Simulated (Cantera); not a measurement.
Input: 1 mol Si3N4, 0.81 mol N2O, 550 mol N2, held at 1873.15 K and 0.00860 bar.

These are equilibrium values from Cantera (NASA tables, ideal gas, pure condensed phases), not measurements of a reactor. Candidate condensed phases: Si, SiO2, Si2N2O, Si3N4; 16 gas species. The tables' values for SiN are old estimates; treat these amounts as uncertain. Kinetics and transport are ignored.

Base state: N2 0.997, SiO 0.00146, Si 0.00103, Si2N 5.09e-5, SiN 3.42e-5 (mole fractions); condensed: Si(l).

Problem. What changes in the equilibrium state with this change: temperature from 1873.15 K to 1498.15 K?

Solution. 
```tsv
species	before	after
N2	0.997	1.000
SiO	0.00146	1.68e-5
Si	0.00103	3.57e-8
Si2N	5.09e-5	<1e-9
SiN	3.42e-5	4.28e-9
Si(l), mol	1.53	0
Si2N2O(s), mol	0	0.801
Si3N4(s), mol	0	0.463
```
Mutual solubility and eutectic melting of coexisting phases are not modelled.
